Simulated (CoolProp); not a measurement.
Vapour-liquid equilibrium of propylene (1) + R152A (2) at 323.1 K; x and y are mole fractions of (1).

The numbers come from the multi-fluid Helmholtz-energy mixture model, Lemmon 2013 and Outcalt 1996; pair parameters Bell 2016 in CoolProp.

```csv
x,"bubble pressure, mixture model (MPa)","bubble pressure, Raoult's law (MPa)","y, mixture model","y, Raoult's law"
0.05,1.284,1.220,0.109,0.084
0.15,1.477,1.307,0.274,0.235
0.25,1.639,1.395,0.393,0.368
0.35,1.772,1.482,0.487,0.484
0.45,1.879,1.570,0.565,0.588
0.55,1.965,1.658,0.635,0.681
0.65,2.029,1.745,0.703,0.764
0.75,2.072,1.833,0.773,0.840
0.85,2.090,1.920,0.852,0.908
0.95,2.075,2.008,0.945,0.971
```

The largest gap from Raoult's law is +19.7 % in bubble pressure, at x = 0.45. y crosses x between x = 0.85 and 0.95: the model has an azeotrope there.

Pair parameters are fitted to limited data, so mixtures are less certain than the pure fluids.
